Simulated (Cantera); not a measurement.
An isothermal, constant-pressure homogeneous reactor starts with 9.91 % H2, 90.1 % O2, at 1275 K and 0.0267 bar.

Computed with Cantera and the H2/O2 subset of GRI-Mech 3.0, which has no nitrogen chemistry. Radical loss at walls, strong at low pressure, is not modelled. The temperature is held fixed by assumption; the heat of reaction is taken as removed at once.

x: mole fraction; the columns are a selection and need not sum to one.

| t (s) | x H2 | x O2 | x H2O2 | x HO2 | x H |
|---|---|---|---|---|---|
| 2.00e-6 | 0.0991 | 0.901 | <1e-12 | 1.25e-9 | 1.18e-9 |
| 8.40e-6 | 0.0991 | 0.901 | <1e-12 | 5.23e-9 | 4.35e-9 |
| 3.53e-5 | 0.0991 | 0.901 | 1.15e-11 | 2.20e-8 | 1.76e-8 |
| 0.000148 | 0.0991 | 0.901 | 2.02e-10 | 9.49e-8 | 4.62e-7 |
| 0.000621 | 0.0303 | 0.855 | 6.42e-7 | 8.85e-6 | 0.0217 |
| 0.00261 | … | 0.846 | 2.98e-7 | 9.16e-6 | … |
| 0.0110 | 0.000877 | 0.878 | 2.85e-7 | 7.37e-6 | 0.00305 |
| 0.0460 | 8.97e-5 | 0.894 | 1.34e-7 | 2.42e-6 | 9.66e-5 |
| 0.193 | 6.76e-6 | 0.895 | 3.45e-8 | 3.41e-7 | 2.04e-6 |
| 0.811 | … | 0.896 | … | … | … |
| 3.40 | 1.29e-7 | 0.896 | 1.91e-9 | 2.74e-8 | 5.57e-9 |
| 14.3 | 4.17e-8 | 0.896 | 7.83e-10 | 3.47e-8 | 1.03e-9 |
| 60.0 | 3.75e-8 | 0.896 | 7.27e-10 | 3.60e-8 | 8.80e-10 |

**Question.** Complete the blanks.

**Answer.** 
- 0.00261, x H2: 0.00234
- 0.00261, x H: 0.0147
- 0.811, x H2: 7.69e-7
- 0.811, x H2O2: 7.87e-9
- 0.811, x HO2: 5.59e-8
- 0.811, x H: 7.98e-8
